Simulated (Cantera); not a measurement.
Premixed flame

A freely propagating, adiabatic, planar premixed flame of CH₄ : O₂ : N₂ = 1 : 1.82 : 6.91 (molar parts), unburnt at 450 K and 105 Torr; mixture-averaged transport, grid criteria slope 0.08 and curve 0.16, no radiation.

Model: GRI-Mech 3.0 (53 species, 325 reactions), integrated in Cantera. Burning velocities carry a grid error of a few per cent, more on coarse grids.

```csv
z (mm),T (K),u (m/s),x CH₄,x O₂,x H,x HO₂,x C₂H₆,x HCO
-6.12,450,1.11,0.103,0.187,<1e-8,3.99e-8,<1e-8,<1e-8
-4.08,451,1.11,0.102,0.187,<1e-8,1.10e-6,1.34e-7,<1e-8
-3.06,454,1.12,0.102,0.186,1.64e-7,8.19e-6,1.81e-6,<1e-8
-2.04,502,1.25,0.0984,0.182,1.64e-5,4.91e-5,5.87e-5,<1e-8
-1.02,905,2.30,0.0716,0.151,0.000571,4.74e-5,0.00101,1.09e-6
-0.510,1327,3.42,0.0390,0.109,0.00203,0.000117,0.000925,2.77e-5
0,1703,4.44,0.0101,0.0610,0.00602,8.50e-5,8.05e-5,9.12e-5
0.510,1860,4.86,0.00102,0.0320,0.0111,1.14e-5,6.14e-7,3.56e-5
1.02,1893,4.93,5.57e-5,0.0208,0.0142,1.55e-6,<1e-8,3.06e-6
2.04,1912,4.96,1.57e-7,0.0153,0.0161,8.69e-7,<1e-8,3.40e-8
4.08,1931,4.99,<1e-8,0.0136,0.0161,7.69e-7,<1e-8,2.07e-8
8.16,1958,5.05,<1e-8,0.0127,0.0148,7.04e-7,<1e-8,1.82e-8
16.3,1998,5.14,<1e-8,0.0115,0.0126,6.22e-7,<1e-8,1.50e-8
```
x: mole fraction of selected species; z is measured from the peak of heat release.

- laminar burning velocity = 111 cm/s
- thermal thickness = 2.04 mm
- peak x(H) = 0.0163
- peak x(HO₂) = 0.000130
- peak x(C₂H₆) = 0.00123
- peak x(HCO) = 9.13e-5
